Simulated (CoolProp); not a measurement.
A Linde-Hampson liquefier for ethane: isothermal reversible compression at 320 K from 1 atm to 5 MPa, throttling to 1 atm, return gas leaving the recuperator 0 K below the feed. Each further row changes one setting.

Model: reference Helmholtz-energy equation of state, Bücker 2006, in CoolProp.

```
case                        liquid yield per pass  compression work (kJ/kg of gas)
--------------------------  ---------------------  -------------------------------
as stated                                   0.175                              315
high pressure 10 MPa                            ?                                ?
warm-end temperature 350 K                  0.112                              354
warm-end gap 5 K                                ?                              315
```

Problem. Some entries are withheld; supply them.

Solution. 
- high pressure 10 MPa, liquid yield per pass: 0.433
- high pressure 10 MPa, compression work (kJ/kg of gas): 338
- warm-end gap 5 K, liquid yield per pass: 0.165
